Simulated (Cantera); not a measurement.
Input: 1 mol CO, 2.3 mol CO2, 0.44 mol H2, equilibrated at 7.80 bar.

Cantera equilibrium calculation (NASA polynomials, part measured and part estimated; ideal gas, pure solids and liquids). Candidate condensed phases: C, C6H6, C7H8, C8H18, H2O; 110 gas species. The numbers say what is thermodynamically allowed, not how fast it happens.

At 2573 K, list the 7 most abundant gas species with their mole fractions, and the condensed phases.

CO2 0.506, CO 0.374, H2O 0.103, H2 0.0120, OH 0.00261, H 0.00134, O2 0.000674. Condensed: gas only.
